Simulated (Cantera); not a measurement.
Cantera with NASA thermochemical tables; ideal gases at 1 bar, condensed phases pure. Values are per mole of reaction as written; species without (g) are pure solids or liquids, kept so even where they would boil at 1 bar. VN: taken at fixed stoichiometry.

Task: Between 575 and 875 K, where is each reaction favourable under standard conditions?
- 3 V2O3 + 6 NO(g) → 6 VN + 5 O3(g)

Result: 
- 3 V2O3 + 6 NO(g) → 6 VN + 5 O3(g): ΔG° is 2601 kJ at 575 K and 2655 kJ at 875 K; it stays positive (K < 1). ΔH° is 2495 kJ and ΔS° -183 J/K at 875 K.
